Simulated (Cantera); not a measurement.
What does this Cantera script print?

```python
import numpy as np
import cantera as ct

gas_names = """
    Cr CrN CrO CrO2 CrO3 H HNO HNO2 HNO3 HO2 H2 H2O H2O2 N NH NH2 NH3 NH2OH NO NO2 NO3 N2 N2H2 N2H4 N2O
    O OH O2 O3
""".split()
cond_names = """
    Cr(cr) Cr(L) CrN(s) Cr2N(s) Cr2O3(s) Cr2O3(L) H2O(s) H2O(L)
""".split()


# ... load() reads the species with a 1 bar reference pressure and builds the phases ...
atoms = {
    'Cr2O3': {'Cr': 2, 'O': 3},
    'H2': {'H': 2},
    'N2': {'N': 2},
}
top_T = {'CrN(s)': 1900, 'Cr2N(s)': 1900}  # K; cautious upper limits of use, not melting points


# ... equilibrate(T, P, feed) seeds the gas with the atoms and calls Mixture.equilibrate('TP', solver="vcs", rtol=1e-11, max_steps=5000) ...
results = []
feed = {'Cr2O3': 1, 'H2': 170, 'N2': 6.4}  # mol
T = 1675  # K
P = 1000  # Pa
mix = equilibrate(T, P, feed)
results.append((T, P, feed, dict(zip(mix.species_names, mix.species_moles))))
x = sorted(zip(gas.X, gas.species_names), reverse=True)
print(f"T = {T:g} K  P = {P:g} Pa  gas = {mix.phase_moles(0):.4g} mol")
print("   x: " + "  ".join(f"{s} {v:.3e}" for v, s in x if v > 1e-05))
print("   condensed (mol): " + ("  ".join(f"{mix.phase(i).name} {mix.phase_moles(i):.4g}"
      for i in range(1, mix.n_phases) if mix.phase_moles(i) > 1e-12) or "none"))
```

Result:

```
T = 1675 K  P = 1000 Pa  gas = 176.7 mol
   x: H2 9.579e-01  N2 3.621e-02  H2O 3.348e-03  Cr 1.395e-03  H 1.136e-03
   condensed (mol): Cr(cr) 0.1479  Cr2O3(s) 0.8026
```

Equilibrium computed with Cantera from the NASA thermochemical tables; the gas is ideal and each condensed phase is pure. Mutual solubility and eutectic melting of coexisting phases are not modelled.
